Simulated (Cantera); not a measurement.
A Cantera script and its output.

```python
import numpy as np
import cantera as ct

gas = ct.Solution("gri30.yaml")


def delay(T, t_max=10):
    gas.TPX = T, 1000000, {'H2': 1, 'O2': 0.51, 'N2': 1.92, 'NO': 0.0045}
    reactor = ct.IdealGasReactor(gas, clone=False)
    net = ct.ReactorNet([reactor])
    net.rtol, net.atol = 1e-8, 1e-16
    while net.time < t_max:
        t_old, T_old = net.time, reactor.T
        net.step()
        if reactor.T > T + 400:  # ignition: a rise of 400 K
            return t_old + (T + 400 - T_old) / (reactor.T - T_old) * (net.time - t_old)
    return np.nan


taus = []
for T in [1273, 1348, 1423, 1498, 1573, 1648]:
    taus.append(delay(T))
    print(f"T0 = {T:6g} K   tau = {taus[-1]:.4e} s")
```

Result:

```
T0 =   1273 K   tau = 5.8415e-06 s
T0 =   1348 K   tau = 3.0306e-06 s
T0 =   1423 K   tau = 1.9519e-06 s
T0 =   1498 K   tau = 1.4047e-06 s
T0 =   1573 K   tau = 1.0799e-06 s
T0 =   1648 K   tau = 8.6823e-07 s
```

Detailed kinetics in Cantera: GRI-Mech 3.0 (53 species, 325 reactions). The hydrogen kinetics of GRI-Mech 3.0 are dated; newer H2 mechanisms differ, most at raised pressure. The mechanism lacks 2 NO + O2 → 2 NO2 and HONO, so NO2 and the effect of NO are under-described below about 1400 K. Where the delays flatten at high temperature, the 400 K rule measures the pace of heat release, not the induction time.
